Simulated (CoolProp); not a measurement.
A single-stage vapour-compression cycle with the fluid: evaporating at 210.15 K (dew point), condensing at 253.15 K (bubble point), superheat 0 K, subcooling 8 K, compressor efficiency 0.65, no pressure losses. The same conditions are run with several fluids, on thermodynamics alone (safety and materials aside).

Values from CoolProp's reference Helmholtz-energy equation of state of each fluid (ethane: Bücker 2006; R13: Platzer 1990; hydrogen chloride: Thol 2018; C3F8 (R218): Lemmon 2006; CH2F2 (R32): Tillner-Roth 1997; R22: Kamei 1995). The equations of Platzer and Polt are older, rougher fits.

```tsv
fluid	cooling COP	pressure ratio	discharge temperature (K)	refrigerating effect (kJ/kg)	volumetric capacity (kJ/m³)
ethane	2.68	4.23	303.0	356	2240
R13	2.67	4.64	288.4	106	1680
hydrogen chloride	2.61	4.83	381.9	358	2430
C3F8 (R218)	2.68	7.88	258.3	80.6	230
CH2F2 (R32)	2.71	7.40	364.0	338	567
R22	2.81	7.79	333.3	209	331
```
